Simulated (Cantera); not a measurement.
An isothermal, constant-pressure homogeneous reactor starts with N2O : H2O = 1.4 : 0.086 (molar parts), at 1300 K and 1330 Pa.

Model: GRI-Mech 3.0 (53 species, 325 reactions), integrated in Cantera. GRI-Mech 3.0 was tuned for natural gas; its chemistry of N2O as a main component is partial and can be far from experiment. Radical loss at walls, strong at low pressure, is not modelled. The mechanism lacks the step 2 NO + O2 → 2 NO2, which can matter for NO2 below about 1400 K. The temperature is held fixed by assumption; the heat of reaction is taken as removed at once.

### Question
Predict: x(N2O) at 1.00 s; x(H2O) at 1.00 s; x(N2) at 1.00 s; x(H2) at 1.00 s; x(NO) at 1.00 s; x(H) at 1.00 s.

### Answer
- x(N2O) at 1.00 s = 0.862 (gas-phase equilibrium 3.06e-9)
- x(H2O) at 1.00 s = 0.0563 (gas-phase equilibrium 0.0393)
- x(N2) at 1.00 s = 0.0512 (gas-phase equilibrium 0.640)
- x(H2) at 1.00 s = 2.76e-7 (gas-phase equilibrium 5.26e-8)
- x(NO) at 1.00 s = 0.00638 (gas-phase equilibrium 0.000443)
- x(H) at 1.00 s = 2.00e-8 (gas-phase equilibrium 2.21e-9)
